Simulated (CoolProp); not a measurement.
Vapour-liquid equilibrium of R134a (1) + dimethyl ether (2) at 297.3 K; x and y are mole fractions of (1).

Model: multi-fluid Helmholtz-energy mixture model, Tillner-Roth 1994 and Wu 2011; pair parameters Bell 2016, in CoolProp.

```tsv
x	bubble pressure (MPa)	y at the bubble point	dew pressure at overall composition x (MPa)	liquid density (mol/L)
0.05	0.5710	0.044	0.5704	14.26
0.125	0.5655	0.116	0.5649	14.07
0.2	0.5622	0.194	0.5620	13.88
0.275	0.5613	0.276	0.5613	13.69
0.35	0.5628	0.361	0.5625	13.50
0.425	0.5667	0.447	0.5655	13.31
0.5	0.5726	0.531	0.5702	13.12
0.575	0.5805	0.613	0.5766	12.93
0.65	0.5900	0.691	0.5848	12.74
0.725	0.6009	0.765	0.5948	12.55
0.8	0.6129	0.835	0.6067	12.36
0.875	0.6258	0.900	0.6206	12.17
0.95	0.6394	0.961	0.6367	11.98
```

y crosses x between x = 0.2 and 0.275: the model has an azeotrope there.

The pair parameters rest on a limited set of measurements; away from them the model extrapolates.
